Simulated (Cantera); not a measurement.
Input: 1 mol SiH4, 0.15 mol N2O, 95 mol N2, held at 1198.15 K and 0.00600 bar.

Cantera equilibrium calculation (NASA polynomials, part measured and part estimated; ideal gas, pure solids and liquids). Candidate condensed phases: H2O, Si, SiO2, Si2N2O, Si3N4; 35 gas species. Mutual solubility and eutectic melting of coexisting phases are not modelled. Equilibrium is a limit: real reactors are often held back by kinetics, nucleation or transport.

### Question
What is the equilibrium state?

### Answer
| Item | Value |
|---|---|
| x(N2) | 0.979 |
| x(H2) | 0.0207 |
| n(Si2N2O(s)) | 0.150 mol |
| n(Si3N4(s)) | 0.233 mol |
| gas amount | 96.53 mol |
| log10 activity of Si(s) (absent) | -3.56 |
